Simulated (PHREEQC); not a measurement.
Model water analysis in mg/kgw, 20 °C, pH 6.79, pe 11.7:

```csv
constituent,mg/kgw
Na,0.109
K,0.0137
Ca,0.112
Mg,0.0153
Cl,0.164
S(6) as SO4,0.278
Alkalinity as HCO3,0.0747
O(0) (dissolved oxygen),0.00148
Br,0.00035
Ni,0.0127
Zn,0.0014
```

Cl is adjusted to close the charge balance.
Valence states are taken as typed.

Equilibrium calculation in PHREEQC: ion-association model, wateq4f.dat.

Each row changes one thing in this solution. No solid was allowed to form.

| case | HCO3- (mol/kgw) | CO2 (mol/kgw) | CaSO4 (mol/kgw) | NiCO3 (mol/kgw) | MgSO4 (mol/kgw) | CO3-2 (mol/kgw) | SI of Ni(OH)2 (Ni(OH)2) | SI of Zincite(c) (ZnO) |
|---|---|---|---|---|---|---|---|---|
| as made | 1.34e-6 | 5.22e-7 | 1.48e-9 | 5.43e-10 | 3.59e-10 | 3.54e-10 | -3.51 | -5.51 |
| pH from 6.79 to 7.29 at the same alkalinity | 1.14e-6 | 1.40e-7 | 1.48e-9 | 1.45e-9 | 3.59e-10 | 9.48e-10 | -2.52 | -4.52 |
| temperature from 20 to 25 °C at the same typed pH | 1.32e-6 | 4.80e-7 | 1.55e-9 | 5.95e-10 | 4.09e-10 | 3.88e-10 | -3.90 | -5.24 |
| all concentrations times 3 at the same typed pH | 3.78e-6 | 1.46e-6 | 1.29e-8 | 4.48e-9 | 3.13e-9 | 1.01e-9 | -3.05 | -5.04 |
| Na from 0.109 to 0.218 mg/kgw | 1.34e-6 | 5.22e-7 | 1.47e-9 | 5.42e-10 | 3.58e-10 | 3.55e-10 | -3.52 | -5.51 |

Complexes and solids missing from the database can't appear.
